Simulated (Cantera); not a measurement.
An adiabatic, constant-volume homogeneous reactor starts with H2 : O2 : N2 : NO = 1 : 0.227 : 1.52 : 0.0039 (molar parts), at 1725 K and 1000000 Pa. Integrator tolerance rtol = 1e-08.

Computed with Cantera and GRI-Mech 3.0 (53 species, 325 reactions). The hydrogen kinetics of GRI-Mech 3.0 are dated; newer H2 mechanisms differ, most at raised pressure.

Question: What does this change do: 0.051 parts H2O added?

Answer: 
```csv
quantity,before,after
time of steepest temperature rise,1.04 µs,1.07 µs
temperature at 0.200 s,2981 K,2953 K
equilibrium temperature,2981 K,2953 K
x(H2) at 0.200 s,0.207 (gas-phase equilibrium 0.207),0.204 (gas-phase equilibrium 0.204)
x(O2) at 0.200 s,7.79e-5 (gas-phase equilibrium 7.79e-5),8.04e-5 (gas-phase equilibrium 8.04e-5)
x(NO) at 0.200 s,0.000784 (gas-phase equilibrium 0.000784),0.000762 (gas-phase equilibrium 0.000762)
x(N2O) at 0.200 s,1.54e-7 (gas-phase equilibrium 1.54e-7),1.48e-7 (gas-phase equilibrium 1.48e-7)
x(H) at 0.200 s,0.0170 (gas-phase equilibrium 0.0170),0.0156 (gas-phase equilibrium 0.0156)
x(H2O) at 0.200 s,0.174 (gas-phase equilibrium 0.174),0.190 (gas-phase equilibrium 0.190)
```
